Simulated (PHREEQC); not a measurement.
Dissolve 0.23 mol TMAH, 2.1e-05 mol CO2 and 0.025 mol (CH3)4NCl per kg of water at 78 °C. Closed to the air; pH follows from the charge balance.

Computed with PHREEQC (ion-association model, phreeqc.dat).

**Question.** The ionic strength comes out as 0.255 mol/kgw. What activity coefficients do CO3-2, OH-, Cl- get?

**Answer.** CO3-2 0.25, OH- 0.66, Cl- 0.67.

Precipitation was switched off in this run. (CH3)4N+ isn't in the database: it is added as a free cation with an ion size of 4 Å. Constants without temperature data keep their 25 °C values here.
